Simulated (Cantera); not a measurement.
**Equilibrium for fluorocarbon and chlorocarbon gases: CH2F2 + CH4 + H2**

Charge: 1 mol CH2F2, 0.089 mol CH4, 0.082 mol H2.

Cantera equilibrium calculation (NASA polynomials, part measured and part estimated; ideal gas, pure solids and liquids). Candidate condensed phases: C, C6H6, C7H8, C8H18; 95 gas species. Kinetics and transport are ignored.

Question: Map the stable condensed phases over T = 2150, 2225, 2300, 2375, 2450, 2525, 2600, 2675, 2750, 2825 °C and P in Pa = 1, 6.8, 46, 320, 2200, 15000, 100000.

Answer: 
```
T in °C \ P in Pa
              1    6.8     46    320   2200  15000 100000
   2825       A      A      A      A      B      B      B
   2750       A      A      A      A      B      B      B
   2675       A      A      A      B      B      B      B
   2600       A      A      A      B      B      B      B
   2525       A      A      B      B      B      B      B
   2450       A      A      B      B      B      B      B
   2375       A      B      B      B      B      B      B
   2300       A      B      B      B      B      B      B
   2225       B      B      B      B      B      B      B
   2150       B      B      B      B      B      B      B
```
A: gas only; B: C.
